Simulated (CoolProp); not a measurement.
Carbon dioxide at 494.38 K and 0.122 MPa is throttled through a valve to 0.0674 MPa with no heat exchange. Each further row changes one setting.

Model: reference Helmholtz-energy equation of state, Span 1996, in CoolProp.

```tsv
case	temperature change (K)	final density (kg/m³)
as stated	…	…
outlet pressure 0.0202 MPa	…	…
outlet pressure 0.0876 MPa	…	…
```

Question: Complete the blanks.

Answer: 
- as stated, temperature change (K): -0.2
- as stated, final density (kg/m³): 0.722
- outlet pressure 0.0202 MPa, temperature change (K): -0.3
- outlet pressure 0.0202 MPa, final density (kg/m³): 0.216
- outlet pressure 0.0876 MPa, temperature change (K): -0.1
- outlet pressure 0.0876 MPa, final density (kg/m³): 0.939
